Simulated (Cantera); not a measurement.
Feed: 1 mol CCl₄, 0.22 mol H₂, held at 3573 K and 0.133 bar.

Cantera equilibrium calculation (NASA polynomials, part measured and part estimated; ideal gas, pure solids and liquids). Candidate condensed phases: C, C₆H₆, C₇H₈, C₈H₁₈; 91 gas species. The tables' values for CCl are old estimates; treat these amounts as uncertain. Rates play no part.

Base state: Cl 0.823, H 0.0661, C₃ 0.0529, HCl 0.0228, C 0.0190, C₂ 0.0116, C₂H 0.00150, H₂ 0.00121 (mole fractions); condensed: gas only.

Task: What changes in the equilibrium state with this change: pressure from 0.133 bar to 0.00270 bar?

Result: 
```tsv
species	before	after
Cl	0.823	0.757
C	0.0190	0.139
H	0.0661	0.0827
C₃	0.0529	0.00846
HCl	0.0228	0.000530
C₂	0.0116	0.0125
C₂HCl	5.83e-5	2.97e-8
C₂H₂ (acetylene)	8.10e-5	5.61e-8
C₅	0.00111	3.90e-6
```
